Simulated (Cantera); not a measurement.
Input: 1 mol V, 0.62 mol O2, 9.7 mol H2, held at 2873 K and 1.40 Pa.

Method: chemical equilibrium by Gibbs-energy minimisation in Cantera with the NASA 1993 tables (ideal gas, pure condensed phases). Candidate condensed phases: H2O, V, VO, V2O3, V2O4, V2O5; 12 gas species. Equilibrium is a limit: real reactors are often held back by kinetics, nucleation or transport.

Base state: H 0.898, O 0.0547, V 0.0437, VO 0.00267, H2 0.00102, OH 9.99e-5, VO2 3.32e-5 (mole fractions); condensed: gas only.

### Question
What changes in the equilibrium state with this change: temperature from 2873 K to 1373.15 K?

### Answer
```tsv
species	before	after
H2	0.00102	0.997
H2O	3.80e-7	0.00168
H	0.898	0.000891
O	0.0547	<1e-9
V	0.0437	<1e-9
VO2	3.32e-5	5.48e-7
VO	0.00267	7.29e-8
OH	9.99e-5	2.69e-8
VO(s), mol	0	0.553
V2O3(s), mol	0	0.224
```
Mutual solubility and eutectic melting of coexisting phases are not modelled. VO: taken at fixed stoichiometry. Condensed phases not in the tables: the oxides between V2O3 and V2O5 other than VO2.
